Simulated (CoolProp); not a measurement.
Vapour-liquid equilibrium of propylene (1) + isobutane (2) at 19.95 °C; x and y are mole fractions of (1).

Computed with CoolProp (multi-fluid Helmholtz-energy mixture model, Lemmon 2013 and Bücker 2006; pair parameters Bell 2016).

**Question.** Give the bubble pressure and the first vapour's composition at x = 0.5, 0.65, 0.95. Is there an azeotrope?

**Answer.** x = 0.5: 591.6 kPa, y = 0.700; x = 0.65: 690.8 kPa, y = 0.822; x = 0.95: 965.9 kPa, y = 0.986. No azeotrope shows between x = 0.05 and 0.95.

Pair parameters are fitted to limited data, so mixtures are less certain than the pure fluids. The gap from Raoult's law changes sign with composition, which may be real or a fault of the pair parameters; it wasn't checked against measurements.
